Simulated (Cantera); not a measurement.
Feed: 1 mol Ca(OH)2, 0.065 mol CO2, 0.042 mol H2O, held at 35.3 Torr.

Equilibrium computed with Cantera from the NASA thermochemical tables; the gas is ideal and each condensed phase is pure. Candidate condensed phases: C, C6H6, C7H8, C8H18, Ca, CaCO3, CaO, Ca(OH)2, H2O; 115 gas species. Kinetics and transport are ignored.

Q: Which condensed phases are stable at each of these points (T (K)): 623, 773, 923, 1073, 1223, 1373, 1523, 1673, 1823, 1973, 2123, 2273?

A: 
```tsv
T (K)	condensed phases	Ca condensed (%)
623	CaCO3(calcite) + Ca(OH)2(s)	100.0
773	CaCO3(calcite) + CaO(s)	100.0
923	CaO(s)	100.0
1073	CaO(s)	100.0
1223	CaO(s)	100.0
1373	CaO(s)	100.0
1523	CaO(s)	100.0
1673	CaO(s)	100.0
1823	CaO(s)	100.0
1973	CaO(s)	100.0
2123	CaO(s)	100.0
2273	CaO(s)	99.9
```

At 623 K the condensed part is CaCO3(calcite) + Ca(OH)2(s). At 773 K the condensed part is CaCO3(calcite) + CaO(s). From 923 K to 2273 K the condensed part is CaO(s).
